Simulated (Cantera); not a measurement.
A closed system holds: 1 mol Si, 0.89 mol Cl2, 9.4 mol H2, at 1498 K and 0.180 bar.

Equilibrium computed with Cantera from the NASA thermochemical tables; the gas is ideal and each condensed phase is pure. Candidate condensed phases: Si; 19 gas species. The tables' values for SiCl3 are old estimates; treat these amounts as uncertain. Equilibrium is a limit: real reactors are often held back by kinetics, nucleation or transport.

Base state: H2 0.870, HCl 0.0925, SiCl2 0.0315, SiCl3 0.00334, SiCl4 0.00113, SiHCl3 0.00110, SiH2Cl2 0.000169, H 3.78e-5 (mole fractions); condensed: Si(s).

What changes in the equilibrium state with this change: pressure from 0.180 bar to 0.133 bar?


```
species       before     after
----------  --------  --------
H2             0.870     0.869
HCl           0.0925    0.0936
SiCl2         0.0315    0.0323
SiH2Cl2     0.000169  0.000128
SiHCl3       0.00110  0.000843
SiCl4        0.00113  0.000883
H            3.78e-5   4.39e-5
SiCl3        0.00334   0.00299
Si(s), mol     0.618     0.619
```

What changes in the equilibrium state with this change: Cl2 from 0.89 to 1.5 mol?


```
species      before    after
----------  -------  -------
H2            0.870    0.810
HCl          0.0925    0.119
SiCl2        0.0315   0.0562
SiCl4       0.00113  0.00361
SiCl3       0.00334  0.00797
SiHCl3      0.00110  0.00252
Si(s), mol    0.618    0.238
```

What changes in the equilibrium state with this change: temperature from 1498 K to 923.15 K?


```tsv
species	before	after
H2	0.870	0.945
SiCl4	0.00113	0.0312
SiHCl3	0.00110	0.0158
HCl	0.0925	0.00665
SiCl2	0.0315	6.73e-5
H	3.78e-5	<1e-9
SiCl3	0.00334	0.000228
SiH2Cl2	0.000169	0.000786
Si(s), mol	0.618	0.528
```
